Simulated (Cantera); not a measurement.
# Dilute partial oxidation

An isothermal, constant-pressure homogeneous reactor starts with 0.615 % CH4, 0.258 % O2, 99.1 % N2, equivalence ratio 4.8, at 1450 K and 5.60 bar.

Model: GRI-Mech 3.0 (53 species, 325 reactions), integrated in Cantera.

| t (s) | x CH4 | x O2 | x C2H2 | x N2O | x H |
|---|---|---|---|---|---|
| 0.000300 | 0.00614 | 0.00258 | 2.78e-12 | 1.26e-11 | 4.16e-9 |
| 0.000625 | 0.00614 | 0.00258 | 5.35e-11 | 3.06e-11 | 4.76e-9 |
| 0.00130 | 0.00614 | 0.00258 | 8.01e-10 | 6.97e-11 | 5.70e-9 |
| 0.00271 | 0.00612 | 0.00257 | 8.70e-9 | 1.57e-10 | 7.37e-9 |
| 0.00565 | 0.00609 | 0.00256 | 8.67e-8 | 3.68e-10 | 1.18e-8 |
| 0.0118 | 0.00599 | 0.00253 | 9.60e-7 | 9.25e-10 | 2.49e-8 |
| 0.0245 | 0.00569 | 0.00242 | 1.20e-5 | 2.43e-9 | 6.75e-8 |
| 0.0510 | 0.00475 | 0.00194 | 0.000129 | 6.23e-9 | 2.32e-7 |
| 0.106 | 0.00308 | 0.000633 | 0.000568 | 5.29e-9 | 4.60e-7 |
| 0.221 | 0.00252 | 0.000113 | 0.000804 | 6.17e-10 | 2.89e-7 |
| 0.461 | 0.00227 | 1.41e-5 | 0.000913 | 5.93e-11 | 2.29e-7 |
| 0.960 | 0.00198 | 3.10e-7 | 0.00105 | 1.35e-12 | 2.34e-7 |
| 2.00 | 0.00159 | 6.40e-11 | 0.00124 | <1e-12 | 2.59e-7 |
x: mole fraction; the columns are a selection and need not sum to one.

Equilibrium at this temperature and pressure: CH4 2.12e-5, O2 <1e-12, C2H2 4.14e-6, N2O <1e-12, H 4.35e-7 (gas phase only).
